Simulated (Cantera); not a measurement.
A Cantera script and its output.

```python
import numpy as np
import cantera as ct

gas = ct.Solution("gri30.yaml")


def delay(T, t_max=10):
    gas.TPX = T, 1000000, {'CH4': 1, 'CO': 0.35, 'O2': 4.18, 'N2': 15.9}
    reactor = ct.IdealGasConstPressureReactor(gas, clone=False)
    net = ct.ReactorNet([reactor])
    net.rtol, net.atol = 1e-8, 1e-16
    while net.time < t_max:
        t_old, T_old = net.time, reactor.T
        net.step()
        if reactor.T > T + 400:  # ignition: a rise of 400 K
            return t_old + (T + 400 - T_old) / (reactor.T - T_old) * (net.time - t_old)
    return np.nan


taus = []
for T in [1125, 1175, 1225, 1275, 1325, 1375, 1425, 1475, 1525]:
    taus.append(delay(T))
    print(f"T0 = {T:6g} K   tau = {taus[-1]:.4e} s")
```

Result:

```
T0 =   1125 K   tau = 1.2937e-02 s
T0 =   1175 K   tau = 6.1855e-03 s
T0 =   1225 K   tau = 3.1333e-03 s
T0 =   1275 K   tau = 1.6651e-03 s
T0 =   1325 K   tau = 9.2158e-04 s
T0 =   1375 K   tau = 5.2872e-04 s
T0 =   1425 K   tau = 3.1342e-04 s
T0 =   1475 K   tau = 1.9156e-04 s
T0 =   1525 K   tau = 1.2052e-04 s
```

Detailed kinetics in Cantera: GRI-Mech 3.0 (53 species, 325 reactions).
